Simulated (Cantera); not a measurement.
# Diamond growth

A diamond (100) surface in a fixed gas of H2 with x(CH4) = 0.012, x(H) = 0.021, x(CH3) = 0.0013, at 1073 K; coverages are run to steady state.

Model: the Harris–Goodwin 1993 mechanism for the reconstructed diamond (100) surface, integrated in Cantera.

```
P (Pa)  growth (µm/h)  θ c6HH  θ c6H*  θ c6*H  θ c6**  θ c6HM
------  -------------  ------  ------  ------  ------  ------
1200             9.06   0.518  0.0245   0.413  0.0151  0.0203
1700             13.5   0.517  0.0245   0.412  0.0151  0.0213
2400             19.7   0.516  0.0245   0.411  0.0151  0.0221
3300             27.7   0.516  0.0245   0.411  0.0151  0.0227
4500             38.5   0.516  0.0245   0.411  0.0151  0.0231
6200             53.8   0.515  0.0246   0.410  0.0151  0.0234
8600             75.4   0.515  0.0247   0.410  0.0151  0.0237
12000             106   0.515  0.0248   0.410  0.0151  0.0239
```
θ: site fractions in the mechanism's names (c6HH fully hydrogenated, c6H* and c6*H radical sites, c6** diradical, c6HM methylated).
